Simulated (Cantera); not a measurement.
A Cantera script and what it prints.

```python
import numpy as np
import cantera as ct

gas_names = [...]  # 47 gases of nasa_gas.yaml made of Cl, H, N, O, Si
cond_names = """
    H2O(s) H2O(L) NH4CL(a) NH4CL(b) Si(cr) Si(L) SiO2(Lqz) SiO2(hqz) SiO2(L) Si2N2O(s) Si3N4(a)
""".split()


# ... load() reads the species with a 1 bar reference pressure and builds the phases ...
atoms = {
    'SiH2Cl2': {'Si': 1, 'H': 2, 'CL': 2},
    'NO': {'N': 1, 'O': 1},
    'H2': {'H': 2},
}
top_T = {'Si2N2O(s)': 2100, 'Si3N4(a)': 2400}  # K; cautious upper limits of use, not melting points


# ... equilibrate(T, P, feed) seeds the gas with the atoms and calls Mixture.equilibrate('TP', solver="gibbs", rtol=1e-10, max_steps=50000) ...
results = []
T = 1248  # K
P = 5100  # Pa
for m in [3.3, 10, 17, 24, 32, 39, 46]:
    feed = {'SiH2Cl2': 1, 'NO': 0.24, 'H2': m}  # mol
    mix = equilibrate(T, P, feed)
    results.append((T, P, feed, dict(zip(mix.species_names, mix.species_moles))))

top = {s: max(r[3][s] / sum(r[3][g] for g in gas_names) for r in results) for s in gas_names}
cols = sorted((s for s in top if top[s] > 1e-05), key=lambda s: -top[s])[:7]
seen = [c for c in cond_names if any(r[3].get(c, 0) > 1e-12 for r in results)]
print("log10 of partial pressures in bar; condensed amounts in mol")
print(f"{'n(H2)':>10s}" + "".join(f"{s[:9]:>10s}" for s in cols + seen))
for T, P, feed, n in results:
    ng = sum(n[g] for g in gas_names)
    print(f"{feed['H2']:10.4g}" + "".join(f"{np.log10(max(n[s] / ng * P / 1e5, 1e-99)):10.3f}" for s in cols)
          + "".join(f"{n.get(c, 0):10.4g}" for c in seen))
```

It prints:

```
log10 of partial pressures in bar; condensed amounts in mol
     n(H2)        H2       HCL     SiCL4     SiCL2     SiCL3    SiHCL3   SiH2CL2    Si(cr) SiO2(hqz) Si2N2O(s)
       3.3    -1.387    -2.301    -2.675    -2.816    -3.174    -3.213    -4.619    0.2149    0.0599      0.12
        10    -1.341    -2.432    -3.290    -3.123    -3.636    -3.652    -4.881    0.2987   0.05977      0.12
        17    -1.327    -2.527    -3.698    -3.328    -3.942    -3.951    -5.071    0.3648   0.05962      0.12
        24    -1.319    -2.603    -4.016    -3.487    -4.181    -4.186    -5.222    0.4153   0.05948      0.12
        32    -1.314    -2.676    -4.318    -3.638    -4.407    -4.410    -5.368    0.4592   0.05932      0.12
        39    -1.311    -2.731    -4.546    -3.751    -4.578    -4.579    -5.479    0.4889   0.05919      0.12
        46    -1.309    -2.781    -4.748    -3.853    -4.730    -4.730    -5.578    0.5127   0.05905      0.12
```

Method: chemical equilibrium by Gibbs-energy minimisation in Cantera with the NASA 1993 tables (ideal gas, pure condensed phases). Mutual solubility and eutectic melting of coexisting phases are not modelled. The tables' values for SiCl3 are old estimates; treat these amounts as uncertain. The tables hold silica as quartz up to 1696 K and as liquid above; real silica turns to tridymite and cristobalite and melts near 1996 K.
